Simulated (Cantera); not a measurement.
Feed: 1 mol SiH2Cl2, 10 mol N2, at 1198 K and 10.0 Torr.

These are equilibrium values from Cantera (NASA tables, ideal gas, pure condensed phases), not measurements of a reactor. Candidate condensed phases: NH4Cl, Si, Si3N4; 28 gas species. N2 is the only nitrogen source here; it is nearly inert below about 1500 K, so the nitride shown seldom forms there in practice. The tables' values for SiCl3 are old estimates; treat these amounts as uncertain. Kinetics and transport are ignored.

Base state: N2 0.836, HCl 0.123, H2 0.0271, SiCl4 0.0130, SiCl3 0.000587, SiCl2 0.000235, SiHCl3 7.71e-5 (mole fractions); condensed: Si3N4(s).

What changes in the equilibrium state with this change: N2 from 10 to 42 mol?


```csv
species,before,after
N2,0.836,0.956
HCl,0.123,0.0359
H2,0.0271,0.00515
SiCl4,0.0130,0.00240
SiHCl3,7.71e-5,9.27e-6
SiCl3,0.000587,0.000162
SiCl2,0.000235,9.65e-5
"Si3N4(s), mol",0.281,0.295
```
